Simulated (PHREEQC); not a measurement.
A PHREEQC input (ion-association model, phreeqc.dat):

```
SOLUTION 1
  temp 25
  units mg/kgw
  pH 7.38
  pe 12
  Na 97.4
  K 651
  Ca 300
  Mg 18.5
  Cl 820
  S(6) 49.7 as SO4
  Alkalinity 723 as HCO3
  Br 10.7
END
USE solution 1
EQUILIBRIUM_PHASES 1
  Quartz 0 0.5
  CO2(g) 2 10
END
```

The run finishes without an error or a warning.

Its last state differs from that of the intended input:

```csv
quantity,as run,intended
pH,4.14,7.78
ionic strength (mol/kgw),0.0440,0.0436
CO2 (mol/kgw),1.56,0.000337
CaCO3 (mol/kgw),3.48e-8,0.000143
CO3-2 (mol/kgw),1.28e-8,5.28e-5
MgCO3 (mol/kgw),2.05e-9,8.47e-6
SI of Quartz (SiO2),+0.00,-0.00
```

One thing in the input isn't as intended. What explains the difference?

Several could match; the one computed here: The fault: the CO2 pressure typed with the wrong sign of its logarithm. The line should read `CO2(g) -2` where the input has `CO2(g) 2`.
